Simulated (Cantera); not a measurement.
Input (Python, Cantera) and output of one run.

```python
import numpy as np
import cantera as ct

gas_names = [...]  # 77 gases of nasa_gas.yaml made of C, H, Ti
cond_names = """
    C(gr) C6H6(L) C7H8(L) C8H18(L),n-octa Ti(a) Ti(b) Ti(L) TiC(s) TiC(L)
""".split()


# ... load() reads the species with a 1 bar reference pressure and builds the phases ...
atoms = {
    'TiC': {'Ti': 1, 'C': 1},
    'C': {'C': 1},
    'H2': {'H': 2},
}
top_T = {'C(gr)': 4500}  # K; cautious upper limits of use, not melting points


# ... equilibrate(T, P, feed) seeds the gas with the atoms and calls Mixture.equilibrate('TP', solver="vcs", rtol=1e-11, max_steps=5000) ...
results = []
feed = {'TiC': 1, 'C': 0.015, 'H2': 0.32}  # mol
P = 4600  # Pa
for T in [1725, 1800, 1875, 1950, 2025, 2100, 2175, 2250, 2325, 2400, 2475]:
    mix = equilibrate(T, P, feed)
    results.append((T, P, feed, dict(zip(mix.species_names, mix.species_moles))))

top = {s: max(r[3][s] / sum(r[3][g] for g in gas_names) for r in results) for s in gas_names}
cols = sorted((s for s in top if top[s] > 1e-06), key=lambda s: -top[s])[:9]
seen = [c for c in cond_names if any(r[3].get(c, 0) > 1e-12 for r in results)]
print("log10 of partial pressures in bar; condensed amounts in mol")
print(f"{'T/K':>10s}" + "".join(f"{s[:9]:>10s}" for s in cols + seen))
for T, P, feed, n in results:
    ng = sum(n[g] for g in gas_names)
    print(f"{T:10.4g}" + "".join(f"{np.log10(max(n[s] / ng * P / 1e5, 1e-99)):10.3f}" for s in cols)
          + "".join(f"{n.get(c, 0):10.4g}" for c in seen))
```

Output:

```
log10 of partial pressures in bar; condensed amounts in mol
       T/K        H2         H C2H2,acet       C2H       CH4      C4H2        Ti       CH3        C3     C(gr)    TiC(s)
      1725    -1.338    -4.400    -5.373   -10.637    -5.676    -9.815   -11.803    -7.430   -13.981   0.01493         1
      1800    -1.338    -4.115    -5.094    -9.928    -5.790    -9.254   -10.988    -7.261   -12.941   0.01488         1
      1875    -1.339    -3.853    -4.838    -9.277    -5.895    -8.737   -10.240    -7.106   -11.986   0.01479         1
      1950    -1.340    -3.611    -4.602    -8.676    -5.993    -8.262    -9.549    -6.964   -11.106   0.01464         1
      2025    -1.342    -3.386    -4.385    -8.121    -6.084    -7.823    -8.910    -6.834   -10.293   0.01442         1
      2100    -1.344    -3.179    -4.184    -7.606    -6.170    -7.418    -8.318    -6.714    -9.540   0.01408         1
      2175    -1.348    -2.985    -3.999    -7.128    -6.253    -7.042    -7.767    -6.606    -8.839   0.01358         1
      2250    -1.354    -2.806    -3.829    -6.683    -6.333    -6.693    -7.253    -6.508    -8.187   0.01289         1
      2325    -1.362    -2.639    -3.672    -6.268    -6.414    -6.370    -6.773    -6.420    -7.578   0.01194         1
      2400    -1.372    -2.485    -3.529    -5.881    -6.495    -6.071    -6.324    -6.343    -7.008   0.01068         1
      2475    -1.387    -2.341    -3.399    -5.520    -6.580    -5.795    -5.902    -6.277    -6.474  0.009055         1
```

These are equilibrium values from Cantera (NASA tables, ideal gas, pure condensed phases), not measurements of a reactor. TiC: taken at fixed stoichiometry.
